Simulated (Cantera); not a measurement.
Input (Python, Cantera):

```python
import numpy as np
import cantera as ct

gas = ct.Solution("gri30.yaml")
gas.TPX = 300, 770000, {'CO': 1, 'H2': 0.48, 'CH4': 0.035, 'O2': 1.19, 'N2': 3.34}
flame = ct.FreeFlame(gas, width=0.0096)
flame.set_refine_criteria(ratio=3, slope=0.08, curve=0.16)
flame.transport_model = "mixture-averaged"
flame.solve(loglevel=0, auto=True)
z, T = flame.grid, flame.T
thick = (T[-1] - T[0]) / np.gradient(T, z).max()
show = ['CO', 'H2', 'CH4', 'O', 'CH2CO', 'NO']
print(f"laminar burning velocity  {flame.velocity[0] * 100:.3f} cm/s")
print(f"burnt temperature         {T[-1]:.1f} K")
print(f"thermal thickness         {thick * 1e3:.4f} mm")
print(f"grid points               {len(z)}")
z0 = z[flame.heat_release_rate.argmax()]
print(f"{'z/mm':>9s}{'T/K':>9s}{'u/(m/s)':>9s}" + "".join(f"{s:>11s}" for s in show))
rows = []
for k in (-3, -2, -1.5, -1, -0.5, -0.25, 0, 0.25, 0.5, 1, 2, 4, 8):
    zz = z0 + k * thick
    rows.append([k * thick, np.interp(zz, z, T), np.interp(zz, z, flame.velocity),
                 *(np.interp(zz, z, flame.X[gas.species_index(s)]) for s in show)])
    print(f"{rows[-1][0] * 1e3:9.3f}{rows[-1][1]:9.1f}{rows[-1][2]:9.3f}" + "".join(f"{x:11.3e}" for x in rows[-1][3:]))
```

Output:

```
laminar burning velocity  39.186 cm/s
burnt temperature         2306.7 K
thermal thickness         0.0653 mm
grid points               143
     z/mm      T/K  u/(m/s)         CO         H2        CH4          O      CH2CO         NO
   -0.196    300.0    0.392  1.656e-01  7.867e-02  5.795e-03  4.051e-13  2.317e-13  2.078e-12
   -0.131    300.7    0.391  1.660e-01  7.602e-02  5.810e-03  2.972e-11  1.576e-11  6.454e-11
   -0.098    302.9    0.393  1.667e-01  7.217e-02  5.829e-03  2.296e-10  1.238e-10  3.486e-10
   -0.065    329.6    0.423  1.677e-01  6.098e-02  5.800e-03  6.754e-09  5.622e-09  6.753e-09
   -0.033    610.5    0.767  1.586e-01  3.624e-02  4.704e-03  2.455e-06  2.530e-07  3.724e-07
   -0.016   1034.4    1.281  1.362e-01  2.159e-02  2.742e-03  1.552e-04  1.049e-06  2.644e-06
    0.000   1495.9    1.819  1.011e-01  9.333e-03  5.812e-04  1.902e-03  9.617e-07  6.560e-06
    0.016   1783.1    2.130  6.741e-02  3.609e-03  2.903e-05  3.915e-03  1.137e-07  1.155e-05
    0.033   1944.8    2.295  4.518e-02  2.262e-03  7.944e-07  4.089e-03  6.185e-09  1.673e-05
    0.065   2108.1    2.456  2.441e-02  1.597e-03  6.000e-10  3.019e-03  1.584e-11  2.590e-05
    0.131   2225.5    2.571  1.183e-02  8.933e-04  1.755e-14  1.576e-03  1.737e-15  3.964e-05
    0.261   2286.5    2.630  5.512e-03  4.439e-04  1.528e-17  7.700e-04  5.308e-18  5.742e-05
    0.523   2305.7    2.649  3.424e-03  3.049e-04  2.873e-18  5.443e-04  7.134e-19  8.273e-05
```

Model: GRI-Mech 3.0 (53 species, 325 reactions), integrated in Cantera. Burning velocities carry a grid error of a few per cent, more on coarse grids.
